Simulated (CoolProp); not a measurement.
Vapour-liquid equilibrium of dimethyl ether (1) + isobutane (2) at 1490 kPa; x and y are mole fractions of (1).

The numbers come from the multi-fluid Helmholtz-energy mixture model, Wu 2011 and Bücker 2006; pair parameters Bell 2016 in CoolProp.

```tsv
x	bubble temperature (°C)	y at the bubble point	dew temperature at overall composition x (°C)	liquid density (mol/L)
0.05	82.3	0.085	83.4	8.119
0.125	78.6	0.198	81.0	8.412
0.2	75.4	0.296	78.5	8.707
0.275	72.8	0.382	76.1	9.009
0.35	70.5	0.458	73.7	9.322
0.425	68.5	0.528	71.4	9.648
0.5	66.9	0.592	69.3	9.992
0.575	65.5	0.653	67.3	10.36
0.65	64.3	0.711	65.5	10.74
0.725	63.3	0.769	64.0	11.16
0.8	62.5	0.828	62.8	11.60
0.875	61.9	0.889	62.0	12.08
0.95	61.4	0.954	61.5	12.59
```

No azeotrope shows between x = 0.05 and 0.95.

Pair parameters are fitted to limited data, so mixtures are less certain than the pure fluids.
